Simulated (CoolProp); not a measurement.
Vapour-liquid equilibrium of CH2F2 (R32) (1) + R236FA (2) at -41.75 °C; x and y are mole fractions of (1).

Model: multi-fluid Helmholtz-energy mixture model, Tillner-Roth 1997 and Pan 2012; pair parameters Bell 2016, in CoolProp.

Task: Give the bubble pressure and the first vapour's composition at x = 0.2, 0.5, 0.65. Is there an azeotrope?

Result: x = 0.2: 0.04561 MPa, y = 0.763; x = 0.5: 0.09218 MPa, y = 0.922; x = 0.65: 0.1135 MPa, y = 0.953. No azeotrope shows between x = 0.05 and 0.95.

The pair parameters rest on a limited set of measurements; away from them the model extrapolates.
